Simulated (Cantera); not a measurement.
An adiabatic, constant-pressure homogeneous reactor starts with 10.2 % CH₄, 0.427 % CO, 15.7 % O₂, 59.4 % N₂, 14.2 % H₂O, equivalence ratio 1.3, at 1500 K and 2.17 atm.

Computed with Cantera and GRI-Mech 3.0 (53 species, 325 reactions).

Question: Predict: time of steepest temperature rise; temperature at 0.200 s; equilibrium temperature; x(CO) at 0.200 s; x(O₂) at 0.200 s; x(H) at 0.200 s; x(H₂) at 0.200 s; x(N₂O) at 0.200 s; x(NO) at 0.200 s.

Answer: 
- time of steepest temperature rise = 1.04 ms
- temperature at 0.200 s = 2649 K
- equilibrium temperature = 2649 K
- x(CO) at 0.200 s = 0.0530 (gas-phase equilibrium 0.0530)
- x(O₂) at 0.200 s = 0.00217 (gas-phase equilibrium 0.00217)
- x(H) at 0.200 s = 0.00685 (gas-phase equilibrium 0.00685)
- x(H₂) at 0.200 s = 0.0465 (gas-phase equilibrium 0.0465)
- x(N₂O) at 0.200 s = 1.76e-7 (gas-phase equilibrium 1.76e-7)
- x(NO) at 0.200 s = 0.00253 (gas-phase equilibrium 0.00253)
